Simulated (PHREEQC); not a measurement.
Solution (25 °C): 3.6 mmol/kgw HNO3, 2.6e-05 mmol/kgw H4SiO4 and 1.3 mmol/kgw KH2PO4. Closed to the air; pH follows from the charge balance.

Equilibrium calculation in PHREEQC: ion-association model, phreeqc.dat.

pH: 2.52
ionic strength: 0.00452 mol/kgw
specific conductance: 1430 µS/cm
total alkalinity: -3.60 meq/kg

```tsv
species	molality	activity	log γ
NO3-	0.00360	0.00334	-0.032
H+	0.00322	0.00301	-0.029
K+	0.00130	0.00121	-0.032
H2PO4-	0.000920	0.000857	-0.031
H3PO4	0.000380	0.000380	0.000
H4SiO4	2.60e-8	2.60e-8	0.000
HPO4-2	2.35e-8	1.76e-8	-0.124
```

Precipitation was switched off in this run.
